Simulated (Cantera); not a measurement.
Cantera run:

```python
import numpy as np
import cantera as ct

gas_names = [...]  # 130 gases of nasa_gas.yaml made of C, H, Mg, O, S
cond_names = """
    C(gr) C6H6(L) C7H8(L) C8H18(L),n-octa H2O(s) H2O(L) H2SO4(L) Mg(cr) Mg(L) MgCO3(s) MgO(s) MgO(L)
    MgO2H2(s) MgS(s) MgSO4(s) MgSO4(L) S(cr1) S(cr2) S(L)
""".split()


# ... load() reads the species with a 1 bar reference pressure and builds the phases ...
atoms = {
    'MgSO4': {'Mg': 1, 'S': 1, 'O': 4},
    'H2': {'H': 2},
    'CO2': {'C': 1, 'O': 2},
}
top_T = {'C(gr)': 4500, 'MgS(s)': 2250}  # K; cautious upper limits of use, not melting points


# ... equilibrate(T, P, feed) seeds the gas with the atoms and calls Mixture.equilibrate('TP', solver="vcs", rtol=1e-11, max_steps=5000) ...
results = []
feed = {'MgSO4': 1, 'H2': 1.7, 'CO2': 0.028}  # mol
P = 101325  # Pa
for T in [1450, 1525, 1600, 1675, 1750, 1825, 1900, 1975, 2050, 2125]:
    mix = equilibrate(T, P, feed)
    results.append((T, P, feed, dict(zip(mix.species_names, mix.species_moles))))

top = {s: max(r[3][s] / sum(r[3][g] for g in gas_names) for r in results) for s in gas_names}
cols = sorted((s for s in top if top[s] > 0.0001), key=lambda s: -top[s])[:9]
seen = [c for c in cond_names if any(r[3].get(c, 0) > 1e-12 for r in results)]
print("log10 of partial pressures in bar; condensed amounts in mol")
print(f"{'T/K':>10s}" + "".join(f"{s[:9]:>10s}" for s in cols + seen))
for T, P, feed, n in results:
    ng = sum(n[g] for g in gas_names)
    print(f"{T:10.4g}" + "".join(f"{np.log10(max(n[s] / ng * P / 1e5, 1e-99)):10.3f}" for s in cols)
          + "".join(f"{n.get(c, 0):10.4g}" for c in seen))
```

Output:

```
log10 of partial pressures in bar; condensed amounts in mol
       T/K       H2O       SO2        H2        S2        SO       H2S       CO2        CO        SH    MgO(s)
      1450    -0.199    -0.557    -1.674    -1.342    -2.825    -1.676    -1.989    -3.087    -3.388         1
      1525    -0.203    -0.555    -1.558    -1.348    -2.611    -1.723    -2.005    -2.929    -3.201         1
      1600    -0.209    -0.552    -1.455    -1.359    -2.418    -1.771    -2.026    -2.794    -3.036         1
      1675    -0.215    -0.549    -1.364    -1.375    -2.243    -1.821    -2.051    -2.680    -2.890         1
      1750    -0.222    -0.547    -1.284    -1.398    -2.086    -1.874    -2.079    -2.583    -2.763         1
      1825    -0.229    -0.544    -1.214    -1.426    -1.943    -1.929    -2.110    -2.501    -2.651         1
      1900    -0.237    -0.542    -1.152    -1.461    -1.814    -1.987    -2.143    -2.434    -2.554         1
      1975    -0.246    -0.540    -1.098    -1.504    -1.698    -2.049    -2.178    -2.378    -2.471    0.9999
      2050    -0.255    -0.540    -1.051    -1.555    -1.593    -2.116    -2.213    -2.332    -2.402    0.9999
      2125    -0.264    -0.540    -1.011    -1.616    -1.499    -2.187    -2.248    -2.294    -2.346    0.9998
```

Method: chemical equilibrium by Gibbs-energy minimisation in Cantera with the NASA 1993 tables (ideal gas, pure condensed phases).
